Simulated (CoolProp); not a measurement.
Sulfur hexafluoride along the isotherm 89.45 °C: fugacity coefficient from the reference equation and from simpler models built on Tc = 45.6 °C, pc = 3.755 MPa, ω = 0.210; each cubic takes its own stable root.

Model: reference Helmholtz-energy equation of state, Guder 2009, in CoolProp.

```tsv
p (MPa)	phase	reference	van der Waals	Redlich-Kwong	Soave-Redlich-Kwong	Peng-Robinson
0.0594	gas	0.9966	0.9966	0.9963	0.9965	0.9960
0.0924	gas	0.9947	0.9947	0.9943	0.9946	0.9938
0.144	gas	0.9917	0.9917	0.9911	0.9916	0.9903
0.224	gas	0.9871	0.9871	0.9861	0.9869	0.9850
0.349	gas	0.9800	0.9800	0.9784	0.9797	0.9767
0.543	gas	0.9689	0.9689	0.9665	0.9685	0.9639
0.846	gas	0.9518	0.9516	0.9481	0.9512	0.9441
1.32	gas	0.9253	0.9247	0.9197	0.9245	0.9139
2.05	gas	0.8851	0.8835	0.8767	0.8841	0.8687
3.19	gas	0.8238	0.8195	0.8114	0.8231	0.8015
4.97	supercritical	0.7317	0.7185	0.7138	0.7327	0.7046
7.74	supercritical	0.6034	0.5784	0.5825	0.6115	0.5795
12.1	supercritical	0.4811	0.4725	0.4670	0.4985	0.4639
18.8	supercritical	0.4053	0.4206	0.3964	0.4276	0.3882
```
